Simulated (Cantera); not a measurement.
An adiabatic, constant-volume homogeneous reactor starts with CH4 : C2H6 : O2 : N2 = 1 : 0.13 : 2.58 : 9.72 (molar parts), equivalence ratio 0.95, at 1025 K and 593 Torr. Integrator tolerance rtol = 1e-08.

Cantera simulation using GRI-Mech 3.0 (53 species, 325 reactions); the numbers are that mechanism's predictions, not measurements.

Task: What does this change do: 0.3 parts H2 added?

Result: 
```
quantity                                                              before                                      after
---------------------------------  -----------------------------------------  -----------------------------------------
time of steepest temperature rise                                    72.1 ms                                    31.4 ms
temperature at 0.800 s                                                2743 K                                     2772 K
equilibrium temperature                                               2743 K                                     2772 K
x(CH4) at 0.800 s                      <1e-12 (gas-phase equilibrium <1e-12)      <1e-12 (gas-phase equilibrium <1e-12)
x(C2H6) at 0.800 s                     <1e-12 (gas-phase equilibrium <1e-12)      <1e-12 (gas-phase equilibrium <1e-12)
x(O2) at 0.800 s                       0.0211 (gas-phase equilibrium 0.0211)      0.0160 (gas-phase equilibrium 0.0160)
x(HCO) at 0.800 s                    3.61e-8 (gas-phase equilibrium 3.61e-8)    5.27e-8 (gas-phase equilibrium 5.27e-8)
x(CH2O) at 0.800 s                 3.44e-10 (gas-phase equilibrium 3.44e-10)  5.55e-10 (gas-phase equilibrium 5.55e-10)
```

Task: What does this change do: pressure from 593 Torr to 3380 Torr?

Result: 
| quantity | before | after |
|---|---|---|
| time of steepest temperature rise | 72.1 ms | 23.0 ms |
| temperature at 0.800 s | 2743 K | 2861 K |
| equilibrium temperature | 2743 K | 2861 K |
| x(CH4) at 0.800 s | <1e-12 (gas-phase equilibrium <1e-12) | <1e-12 (gas-phase equilibrium <1e-12) |
| x(C2H6) at 0.800 s | <1e-12 (gas-phase equilibrium <1e-12) | <1e-12 (gas-phase equilibrium <1e-12) |
| x(O2) at 0.800 s | 0.0211 (gas-phase equilibrium 0.0211) | 0.0174 (gas-phase equilibrium 0.0174) |
| x(HCO) at 0.800 s | 3.61e-8 (gas-phase equilibrium 3.61e-8) | 8.23e-8 (gas-phase equilibrium 8.23e-8) |
| x(CH2O) at 0.800 s | 3.44e-10 (gas-phase equilibrium 3.44e-10) | 1.26e-9 (gas-phase equilibrium 1.26e-9) |

Task: What does this change do: 0.99 parts H2O added?

Result: 
| quantity | before | after |
|---|---|---|
| time of steepest temperature rise | 72.1 ms | 71.4 ms |
| temperature at 0.800 s | 2743 K | 2658 K |
| equilibrium temperature | 2743 K | 2658 K |
| x(CH4) at 0.800 s | <1e-12 (gas-phase equilibrium <1e-12) | <1e-12 (gas-phase equilibrium <1e-12) |
| x(C2H6) at 0.800 s | <1e-12 (gas-phase equilibrium <1e-12) | <1e-12 (gas-phase equilibrium <1e-12) |
| x(O2) at 0.800 s | 0.0211 (gas-phase equilibrium 0.0211) | 0.0187 (gas-phase equilibrium 0.0187) |
| x(HCO) at 0.800 s | 3.61e-8 (gas-phase equilibrium 3.61e-8) | 2.24e-8 (gas-phase equilibrium 2.24e-8) |
| x(CH2O) at 0.800 s | 3.44e-10 (gas-phase equilibrium 3.44e-10) | 2.65e-10 (gas-phase equilibrium 2.65e-10) |
